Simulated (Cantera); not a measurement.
An isothermal, constant-pressure homogeneous reactor starts with C₂H₆ : H₂ = 1 : 56 (molar parts), at 1500 K and 1.20 Torr.

Computed with Cantera and GRI-Mech 3.0 (53 species, 325 reactions). GRI-Mech 3.0 stops at C3 and has no aromatics, soot or wall deposition, so with more carbon than oxygen in the feed, carbon stays in small species such as C2H2 where larger ones or solid carbon would form. Radical loss at walls, strong at low pressure, is not modelled.

x: mole fraction; the columns are a selection and need not sum to one.

```tsv
t (s)	x C₂H₆	x H₂	x CH₄	x C₂H₄	x CH₂
6.00e-6	0.0175	0.982	1.72e-8	9.56e-12	<1e-12
3.92e-5	0.0175	0.982	7.23e-7	1.19e-9	1.54e-12
0.000256	0.0175	0.982	2.77e-5	8.68e-7	4.94e-10
0.00168	0.0165	0.981	0.000716	0.000323	8.18e-8
0.0110	?	0.972	?	?	?
0.0716	?	0.971	0.0204	?	?
0.468	1.49e-6	0.972	0.0200	6.62e-5	2.69e-7
3.06	7.08e-7	0.973	0.0187	3.21e-5	8.09e-8
20.0	3.18e-7	0.974	0.0161	1.84e-5	3.00e-8
```

Problem. Fill in the missing entries.

Solution. 
- 0.0110, x C₂H₆: 0.00316
- 0.0110, x CH₄: 0.0153
- 0.0110, x C₂H₄: 0.00518
- 0.0110, x CH₂: 1.72e-6
- 0.0716, x C₂H₆: 2.37e-6
- 0.0716, x C₂H₄: 0.00165
- 0.0716, x CH₂: 6.10e-7
